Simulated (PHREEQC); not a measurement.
Solution A (2.3 mol NaCl, 0.18 mol K2SO4 and 0.00066 mol H4SiO4 per kg of water) is mixed with solution B (1.6 mol Na2CO3, 0.48 mol Na2SO4 and 0.18 mol KBr per kg of water) at 25 °C; shares are by mass of water, 1 kg in all. No CO2 enters from the air. The run lets Arcanite, Burkeite, Glaserite, Halite, Kalicinite, Mirabilite, Misenite, Nahcolite, Natron, SiO2(a), Sylvite, Thenardite, Trona precipitate or redissolve, and no other solid.

Equilibrium calculation in PHREEQC: Pitzer model, pitzer.dat.

```tsv
share of solution B	pH	H4SiO4 (mol/kgw)	H3SiO4- (mol/kgw)	H2SiO4-2 (mol/kgw)
0	6.29	0.000659	7.89e-7	3.68e-12
0.1	11.05	6.54e-6	0.000466	0.000122
0.2	11.25	3.24e-6	0.000374	0.000151
0.3	11.37	1.91e-6	0.000302	0.000158
0.4	11.46	1.19e-6	0.000241	0.000154
0.5	11.54	7.57e-7	0.000188	0.000142
0.6	11.60	4.73e-7	0.000141	0.000123
0.7	11.66	2.82e-7	9.92e-5	9.85e-5
0.8	11.72	1.51e-7	6.23e-5	6.96e-5
0.9	11.77	6.16e-8	2.93e-5	3.66e-5
1	11.81	0	0	0
```

In brines, pH and single-ion activities rest on the MacInnes convention.
